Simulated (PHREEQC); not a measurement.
A column of 0.5 m (30 cells, dispersivity 0.018 m, 60 s a shift, diffusion coefficient 3e-10 m²/s) holds 0.005 eq of the database's cation exchanger X per kg of pore water, first in equilibrium with 2.9 mmol/kgw MgCl2 and 0.01 mmol/kgw HCl. It is flushed with 0.00061 mol CdCl2, 0.0015 mol MnCl2 and 1e-05 mol HCl per kg of water, at 25 °C. Values are for the last cell. The system is closed to CO2. Precipitation was switched off in this run.

The series has 31 steps of pore volumes, from 0 to 5.017.

Model: ion-association model, phreeqc.dat, run in PHREEQC.

Question: After how many pore volumes does Mn at the outlet first reach half of its feed value?

Answer: By 2.0 pore volumes.

Question: After how many pore volumes does Cd at the outlet first reach half of its feed value?

Answer: By 2.5 pore volumes.

Species that the database lacks are ignored.
